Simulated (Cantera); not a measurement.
A Cantera script and its output.

```python
import numpy as np
import cantera as ct

gas = ct.Solution("gri30.yaml")
gas.TPX = 1248, 500000, {'CO': 0.014, 'O2': 0.021, 'H2O': 0.0019, 'N2': 1}
inlet = ct.Reservoir(gas, clone=True)

reactor = ct.IdealGasConstPressureReactor(gas, energy="off", clone=False)
exhaust = ct.Reservoir(gas, clone=True)
tau = [0.47, 0.19, 0.075, 0.03, 0.012, 0.0048, 0.0019, 0.00078][0]
for a, b in ((inlet, reactor), (reactor, exhaust)):
    ct.MassFlowController(a, b, mdot=lambda t: reactor.mass / tau)
net = ct.ReactorNet([reactor])
show = ['CO', 'O2', 'H2O', 'OH', 'NO2', 'CO2', 'O']

rows = []
print(f"{'tau/s':>10s}{'T/K':>9s}" + "".join(f"{s:>11s}" for s in show))
for tau in [0.47, 0.19, 0.075, 0.03, 0.012, 0.0048, 0.0019, 0.00078]:
    net.initial_time = 0.0
    net.advance(30 * tau)
    before = gas.X
    net.advance(40 * tau)
    drift = np.max(np.abs(gas.X - before) / (gas.X + 1e-9))
    rows.append([gas.T, *gas[show].X, drift])
    print(f"{tau:10.3e}{gas.T:9.1f}" + "".join(f"{x:11.3e}" for x in gas[show].X))
```

Result:

```
     tau/s      T/K         CO         O2        H2O         OH        NO2        CO2          O
 4.700e-01   1248.0  5.917e-04  1.388e-02  1.841e-03  3.237e-06  2.374e-07  1.300e-02  3.443e-06
 1.900e-01   1248.0  1.140e-03  1.415e-02  1.838e-03  3.931e-06  1.493e-07  1.245e-02  6.230e-06
 7.500e-02   1248.0  2.142e-03  1.464e-02  1.834e-03  4.800e-06  7.713e-08  1.144e-02  1.100e-05
 3.000e-02   1248.0  3.770e-03  1.544e-02  1.828e-03  5.748e-06  3.480e-08  9.798e-03  1.814e-05
 1.200e-02   1248.0  6.119e-03  1.660e-02  1.821e-03  6.599e-06  1.368e-08  7.433e-03  2.728e-05
 4.800e-03   1248.0  8.859e-03  1.794e-02  1.814e-03  7.044e-06  4.512e-09  4.674e-03  3.585e-05
 1.900e-03   1248.0  1.125e-02  1.912e-02  1.812e-03  6.683e-06  1.157e-09  2.265e-03  3.937e-05
 7.800e-04   1248.0  1.269e-02  1.983e-02  1.816e-03  5.117e-06  2.225e-10  8.174e-04  3.345e-05
```

Model: GRI-Mech 3.0 (53 species, 325 reactions), integrated in Cantera.
